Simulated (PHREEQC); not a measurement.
0.022 g of hydrous ferric oxide (600 m²/g; 0.2 weak and 0.005 strong sites per Fe, Dzombak-Morel constants, diffuse double layer) in 1 kg of water with 0.05 mol/kgw of an inert sodium salt and 1.4e-06 mol H3BO3 and 3.7e-07 mol Na2SO4, at 25 °C; the pH is set by adding NaOH or the inert anion's acid. O2 is buffered at 0.21 atm. The system is closed to CO2. No solid was allowed to form.

The series has 17 steps of pH, from 4 to 12.

Computed with PHREEQC (ion-association model, wateq4f.dat).

Problem. Near which pH is half of the S sorbed, and on which side is more sorbed?

Solution. Near pH 5.5, with more sorbed at lower pH.
